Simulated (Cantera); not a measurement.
Cantera run:

```python
import numpy as np
import cantera as ct

gas_names = """
    H H2 N NH NH2 NH3 N2 N2H2 N2H4 Si SiH SiH2 SiH3 SiH4 SiN Si2 Si2N Si3
""".split()
cond_names = """
    Si(cr) Si(L) Si3N4(a)
""".split()


# ... load() reads the species with a 1 bar reference pressure and builds the phases ...
atoms = {
    'Si3N4': {'Si': 3, 'N': 4},
    'H2': {'H': 2},
}
top_T = {'Si3N4(a)': 2400}  # K; cautious upper limits of use, not melting points


# ... equilibrate(T, P, feed) seeds the gas with the atoms and calls Mixture.equilibrate('TP', solver="vcs", rtol=1e-11, max_steps=5000) ...
results = []
T = 1998  # K
P = 120  # Pa
for m in [30, 41, 56, 75, 100, 140, 190, 250, 340, 460, 620]:
    feed = {'Si3N4': 1, 'H2': m}  # mol
    mix = equilibrate(T, P, feed)
    results.append((T, P, feed, dict(zip(mix.species_names, mix.species_moles))))
    x = sorted(zip(gas.X, gas.species_names), reverse=True)
    print(f"T = {T:g} K  P = {P:g} Pa  n(H2) = {m:g} mol  gas = {mix.phase_moles(0):.4g} mol")
    print("   x: " + "  ".join(f"{s} {v:.3e}" for v, s in x if v > 1e-06))
    print("   condensed (mol): " + ("  ".join(f"{mix.phase(i).name} {mix.phase_moles(i):.4g}"
          for i in range(1, mix.n_phases) if mix.phase_moles(i) > 1e-12) or "none"))
```

Result:

```
T = 1998 K  P = 120 Pa  n(H2) = 30 mol  gas = 33.96 mol
   x: H2 8.613e-01  N2 5.879e-02  H 4.298e-02  Si 3.544e-02  SiH 7.766e-04  Si2 3.656e-04  Si2N 1.024e-04  SiH2 9.041e-05  Si3 7.847e-05  SiN 7.787e-05
   condensed (mol): Si(L) 1.724
T = 1998 K  P = 120 Pa  n(H2) = 41 mol  gas = 45.65 mol
   x: H2 8.760e-01  N2 4.374e-02  H 4.334e-02  Si 3.544e-02  SiH 7.832e-04  Si2 3.656e-04  SiH2 9.196e-05  Si2N 8.836e-05  Si3 7.847e-05  SiN 6.716e-05
   condensed (mol): Si(L) 1.287
T = 1998 K  P = 120 Pa  n(H2) = 56 mol  gas = 61.58 mol
   x: H2 8.871e-01  H 4.361e-02  Si 3.544e-02  N2 3.241e-02  SiH 7.881e-04  Si2 3.656e-04  SiH2 9.312e-05  Si3 7.847e-05  Si2N 7.606e-05  SiN 5.782e-05
   condensed (mol): Si(L) 0.6908
T = 1998 K  P = 120 Pa  n(H2) = 75 mol  gas = 81.7 mol
   x: H2 8.956e-01  H 4.382e-02  Si 3.475e-02  N2 2.442e-02  SiH 7.765e-04  Si2 3.515e-04  SiH2 9.218e-05  Si3 7.397e-05  Si2N 6.348e-05  SiN 4.921e-05
   condensed (mol): none
T = 1998 K  P = 120 Pa  n(H2) = 100 mol  gas = 107.3 mol
   x: H2 9.096e-01  H 4.416e-02  Si 2.668e-02  N2 1.861e-02  SiH 6.007e-04  Si2 2.071e-04  SiH2 7.187e-05  Si3 3.346e-05  SiN 3.297e-05  Si2N 3.265e-05
   condensed (mol): none
T = 1998 K  P = 120 Pa  n(H2) = 140 mol  gas = 148.2 mol
   x: H2 9.220e-01  H 4.446e-02  Si 1.944e-02  N2 1.347e-02  SiH 4.406e-04  Si2 1.100e-04  SiH2 5.308e-05  SiN 2.045e-05  Si2N 1.475e-05  Si3 1.294e-05
   condensed (mol): none
T = 1998 K  P = 120 Pa  n(H2) = 190 mol  gas = 199.4 mol
   x: H2 9.303e-01  H 4.467e-02  Si 1.451e-02  N2 1.002e-02  SiH 3.304e-04  Si2 6.128e-05  SiH2 3.998e-05  SiN 1.316e-05  Si2N 7.088e-06  Si3 5.384e-06
   condensed (mol): none
T = 1998 K  P = 120 Pa  n(H2) = 250 mol  gas = 260.8 mol
   x: H2 9.361e-01  H 4.480e-02  Si 1.112e-02  N2 7.663e-03  SiH 2.541e-04  Si2 3.602e-05  SiH2 3.084e-05  SiN 8.823e-06  Si2N 3.643e-06  Si3 2.426e-06
   condensed (mol): none
T = 1998 K  P = 120 Pa  n(H2) = 340 mol  gas = 352.9 mol
   x: H2 9.409e-01  H 4.492e-02  Si 8.238e-03  N2 5.664e-03  SiH 1.887e-04  SiH2 2.296e-05  Si2 1.976e-05  SiN 5.618e-06  Si2N 1.718e-06
   condensed (mol): none
T = 1998 K  P = 120 Pa  n(H2) = 460 mol  gas = 475.7 mol
   x: H2 9.445e-01  H 4.500e-02  Si 6.121e-03  N2 4.203e-03  SiH 1.405e-04  SiH2 1.712e-05  Si2 1.091e-05  SiN 3.596e-06
   condensed (mol): none
T = 1998 K  P = 120 Pa  n(H2) = 620 mol  gas = 639.4 mol
   x: H2 9.471e-01  H 4.507e-02  Si 4.559e-03  N2 3.127e-03  SiH 1.048e-04  SiH2 1.279e-05  Si2 6.050e-06  SiN 2.310e-06
   condensed (mol): none
```

Method: chemical equilibrium by Gibbs-energy minimisation in Cantera with the NASA 1993 tables (ideal gas, pure condensed phases). The tables' values for SiN are old estimates; treat these amounts as uncertain. Gases not in the tables: Si2H6 and higher silanes.
